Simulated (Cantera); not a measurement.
What does this Cantera script print?

```python
import numpy as np
import cantera as ct

gas_names = """
    C CH CH2 CH3 CH2OH CH3O CH4 CH3OH CO CO2 COOH C2 C2H CHCO,ketyl C2H2,acetylene C2H2,vinylidene
    CH2CO,ketene C2H3,vinyl CH3CO,acetyl C2H4 C2H4O,ethylen CH3CHO,ethanal CH3COOH (HCOOH)2 C2H5 C2H6
    CH3OCH3 C2H5OH C2O C3 C3H3,propargyl C3H4,allene C3H4,propyne C3H4,cyclo- C3H5,allyl C3H6,propylene
    C3H6,cyclo- C3H6O C3H7,n-propyl C3H7,i-propyl C3H8 C3H8O,1propanol C3H8O,2propanol C3O2 C4 C4H2
    C4H4,1,3-cyclo- C4H6,butadiene C4H6,2-butyne C4H6,cyclo- C4H8,1-butene C4H8,cis2-buten
    C4H8,tr2-butene C4H8,isobutene C4H8,cyclo- (CH3COOH)2 C4H9,n-butyl C4H9,i-butyl C4H9,s-butyl
    C4H9,t-butyl C4H10,isobutane C4H10,n-butane C5 C5H6,1,3cyclo- C5H8,cyclo- C5H10,1-pentene
    C5H10,cyclo- C5H11,pentyl C5H11,t-pentyl C5H12,n-pentane C5H12,i-pentane CH3C(CH3)2CH3 C6H2
    C6H5,phenyl C6H5O,phenoxy C6H6 C6H5OH,phenol C6H10,cyclo- C6H12,1-hexene C6H12,cyclo- C6H13,n-hexyl
    C7H7,benzyl C7H8 C7H8O,cresol C7H14,1-heptene C7H15,n-heptyl C7H16,n-heptane C8H8,styrene
    C8H10,ethylbenz C8H16,1-octene C8H17,n-octyl C8H18,isooctane C8H18,n-octane C9H19,n-nonyl
    C10H8,naphthale C10H21,n-decyl C12H9,o-bipheny C12H10,bipheny H HCO HO2 H2 HCHO,formaldehy HCOOH H2O
    H2O2 O OH O2 O3
""".split()
cond_names = """
    C(gr) C6H6(L) C7H8(L) C8H18(L),n-octa H2O(s) H2O(L)
""".split()


def load(file, names, dense=False):
    # The tables refer to 1 bar. Condensed volumes are neglected.
    table = {s.name: s for s in ct.Species.list_from_file(file)}
    out = []
    for n in names:
        d = dict(table[n].input_data)
        d["thermo"] = dict(d["thermo"], **{"reference-pressure": 1e5})
        if dense:
            d["equation-of-state"] = {"model": "constant-volume", "density": "1e6 g/cm^3"}
        out.append(ct.Species.from_dict(d))
    return out


gas = ct.Solution(thermo="ideal-gas", species=load("nasa_gas.yaml", gas_names))
cond = {s.name: ct.Solution(thermo="fixed-stoichiometry", species=[s], name=s.name)
        for s in load("nasa_condensed.yaml", cond_names, dense=True)}
atoms = {
    'CO2': {'C': 1, 'O': 2},
    'H2': {'H': 2},
}
top_T = {'C(gr)': 4500}  # K; cautious upper limits of use, not melting points


def equilibrate(T, P, feed):
    n = {}
    for name, mol in feed.items():
        for a, k in atoms[name].items():
            n[a] = n.get(a, 0.0) + k * mol
    gas.TPX = T, P, n
    mass = sum(n.values()) * gas.mean_molecular_weight
    gas.equilibrate("TP")
    valid = [c for c in cond.values() if c.min_temp <= T <= top_T.get(c.name, c.max_temp)]
    mix = ct.Mixture([(gas, mass / gas.mean_molecular_weight)] + [(c, 0.0) for c in valid])
    mix.T, mix.P = T, P
    mix.equilibrate("TP", solver="vcs", rtol=1e-11, max_steps=5000)
    return mix


results = []
feed = {'CO2': 1, 'H2': 1.4}  # mol
T = 3300  # K
for P in [10, 65, 420, 2700, 17000, 110000, 720000, 4700000, 30000000]:
    mix = equilibrate(T, P, feed)
    results.append((T, P, feed, dict(zip(mix.species_names, mix.species_moles))))

top = {s: max(r[3][s] / sum(r[3][g] for g in gas_names) for r in results) for s in gas_names}
cols = sorted((s for s in top if top[s] > 1e-05), key=lambda s: -top[s])[:8]
seen = [c for c in cond_names if any(r[3].get(c, 0) > 1e-12 for r in results)]
print("log10 of partial pressures in bar; condensed amounts in mol")
print(f"{'P/Pa':>10s}" + "".join(f"{s[:9]:>10s}" for s in cols + seen))
for T, P, feed, n in results:
    ng = sum(n[g] for g in gas_names)
    print(f"{P:10.4g}" + "".join(f"{np.log10(max(n[s] / ng * P / 1e5, 1e-99)):10.3f}" for s in cols)
          + "".join(f"{n.get(c, 0):10.4g}" for c in seen))
```

It prints:

```
log10 of partial pressures in bar; condensed amounts in mol
      P/Pa         H        CO       H2O        H2         O        OH       CO2        O2
        10    -4.234    -4.681   -10.786    -7.594    -4.682    -7.815    -8.775    -8.284
        65    -3.423    -3.867    -8.353    -5.971    -3.871    -6.192    -7.150    -6.662
       420    -2.623    -3.051    -5.954    -4.370    -3.073    -4.594    -5.536    -5.067
      2700    -1.869    -2.213    -3.708    -2.863    -2.335    -3.102    -3.960    -3.591
   1.7e+04    -1.256    -1.339    -1.934    -1.636    -1.787    -1.941    -2.538    -2.495
   1.1e+05    -0.775    -0.462    -0.667    -0.676    -1.480    -1.154    -1.354    -1.880
   7.2e+05    -0.345     0.383     0.317     0.185    -1.357    -0.601    -0.386    -1.636
   4.7e+06     0.073     1.209     1.187     1.021    -1.324    -0.149     0.473    -1.568
     3e+07     0.481     2.019     2.010     1.837    -1.315     0.267     1.291    -1.552
```

Cantera equilibrium calculation (NASA polynomials, part measured and part estimated; ideal gas, pure solids and liquids). The ideal-gas law is rough above about 30 bar. The tables' values for COOH are old estimates; treat these amounts as uncertain.
